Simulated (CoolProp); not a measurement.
Vapour-liquid equilibrium of ethylbenzene (1) + n-nonane (2) at 475.1 K; x and y are mole fractions of (1).

Model: multi-fluid Helmholtz-energy mixture model, Zhou 2012 and Lemmon 2006; pair parameters Bell 2016, in CoolProp.

```csv
x,"bubble pressure, mixture model (MPa)","bubble pressure, Raoult's law (MPa)","y, mixture model","y, Raoult's law"
0.05,0.3394,0.3370,0.070,0.067
0.2,0.3635,0.3546,0.259,0.253
0.35,0.3858,0.3722,0.424,0.422
0.5,0.4055,0.3897,0.569,0.575
0.65,0.4223,0.4073,0.700,0.715
0.8,0.4358,0.4249,0.827,0.844
0.95,0.4459,0.4425,0.955,0.963
```

The largest gap from Raoult's law is +4.1 % in bubble pressure, at x = 0.5. No azeotrope shows between x = 0.05 and 0.95.

The pair parameters rest on a limited set of measurements; away from them the model extrapolates.
